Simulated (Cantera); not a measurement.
Cantera run:

```python
import numpy as np
import cantera as ct

gas_names = """
    AL ALCL ALCL2 ALCL3 ALH AL2 AL2CL6 CL CL2 H HCL H2
""".split()
cond_names = """
    AL(cr) AL(L) ALCL3(s) ALCL3(L)
""".split()


# ... load() reads the species with a 1 bar reference pressure and builds the phases ...
atoms = {
    'AlCl3': {'AL': 1, 'CL': 3},
    'HCl': {'H': 1, 'CL': 1},
    'H2': {'H': 2},
}
top_T = {}  # K; cautious upper limits of use, not melting points


# ... equilibrate(T, P, feed) seeds the gas with the atoms and calls Mixture.equilibrate('TP', solver="vcs", rtol=1e-11, max_steps=5000) ...
results = []
feed = {'AlCl3': 1, 'HCl': 4.8, 'H2': 290}  # mol
T = 1298.15  # K
for P in [10, 37, 140, 520, 1900, 7200, 27000, 100000]:
    mix = equilibrate(T, P, feed)
    results.append((T, P, feed, dict(zip(mix.species_names, mix.species_moles))))
    x = sorted(zip(gas.X, gas.species_names), reverse=True)
    print(f"T = {T:g} K  P = {P:g} Pa  gas = {mix.phase_moles(0):.4g} mol")
    print("   x: " + "  ".join(f"{s} {v:.3e}" for v, s in x if v > 1e-06))
    print("   condensed (mol): " + ("  ".join(f"{mix.phase(i).name} {mix.phase_moles(i):.4g}"
          for i in range(1, mix.n_phases) if mix.phase_moles(i) > 1e-12) or "none"))
```

It prints:

```
T = 1298.15 K  P = 10 Pa  gas = 296.7 mol
   x: H2 9.743e-01  HCL 2.218e-02  ALCL 2.899e-03  ALCL3 2.679e-04  ALCL2 2.033e-04  H 1.060e-04  CL 2.037e-06
   condensed (mol): none
T = 1298.15 K  P = 37 Pa  gas = 296.5 mol
   x: H2 9.754e-01  HCL 2.117e-02  ALCL 2.342e-03  ALCL3 7.288e-04  ALCL2 3.014e-04  H 5.515e-05  CL 1.010e-06
   condensed (mol): none
T = 1298.15 K  P = 140 Pa  gas = 296.3 mol
   x: H2 9.770e-01  HCL 1.957e-02  ALCL3 1.516e-03  ALCL 1.510e-03  ALCL2 3.491e-04  H 2.837e-05
   condensed (mol): none
T = 1298.15 K  P = 520 Pa  gas = 296.1 mol
   x: H2 9.786e-01  HCL 1.800e-02  ALCL3 2.334e-03  ALCL 7.407e-04  ALCL2 3.033e-04  H 1.473e-05
   condensed (mol): none
T = 1298.15 K  P = 1900 Pa  gas = 295.9 mol
   x: H2 9.796e-01  HCL 1.699e-02  ALCL3 2.889e-03  ALCL 2.819e-04  ALCL2 2.082e-04  H 7.713e-06
   condensed (mol): none
T = 1298.15 K  P = 7200 Pa  gas = 295.8 mol
   x: H2 9.801e-01  HCL 1.652e-02  ALCL3 3.173e-03  ALCL2 1.209e-04  ALCL 8.647e-05  H 3.963e-06
   condensed (mol): none
T = 1298.15 K  P = 27000 Pa  gas = 295.8 mol
   x: H2 9.803e-01  HCL 1.634e-02  ALCL3 3.291e-03  ALCL2 6.543e-05  ALCL 2.444e-05  H 2.047e-06
   condensed (mol): none
T = 1298.15 K  P = 100000 Pa  gas = 295.8 mol
   x: H2 9.803e-01  HCL 1.627e-02  ALCL3 3.339e-03  ALCL2 3.464e-05  ALCL 6.752e-06  H 1.063e-06
   condensed (mol): none
```

Equilibrium computed with Cantera from the NASA thermochemical tables; the gas is ideal and each condensed phase is pure. The tables' values for AlCl2 are old estimates; treat these amounts as uncertain.
